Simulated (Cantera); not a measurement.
Charge: 1 mol HgO, 11 mol N2, held at 325 °C.

Equilibrium computed with Cantera from the NASA thermochemical tables; the gas is ideal and each condensed phase is pure. Candidate condensed phases: Hg, HgO; 10 gas species. Kinetics and transport are ignored.

x: gas mole fraction; n: condensed amount in mol.

```tsv
P (Pa)	x N2	x Hg	x O2	x NO2	x NO	n HgO(s)
10	0.880	0.0800	0.0400	___	8.93e-9	0
36	0.880	0.0800	0.0400	___	8.93e-9	0
130	0.880	0.0800	0.0400	___	8.93e-9	0
460	0.880	0.0800	0.0400	___	8.93e-9	0
1700	0.880	0.0800	0.0400	___	8.93e-9	0
6000	0.880	0.0800	0.0400	___	8.93e-9	0
22000	0.880	0.0800	0.0400	___	8.93e-9	0
77000	0.954	0.0310	0.0155	___	5.78e-9	0.643
280000	0.987	0.00851	0.00426	___	3.08e-9	0.905
1000000	0.996	0.00238	0.00119	___	1.64e-9	0.974
```

Q: Some entries are withheld; supply them.

A: 
- 10, x NO2: 2.32e-10
- 36, x NO2: 4.40e-10
- 130, x NO2: 8.35e-10
- 460, x NO2: 1.57e-9
- 1700, x NO2: 3.02e-9
- 6000, x NO2: 5.68e-9
- 22000, x NO2: 1.09e-8
- 77000, x NO2: 8.19e-9
- 280000, x NO2: 4.37e-9
- 1000000, x NO2: 2.32e-9
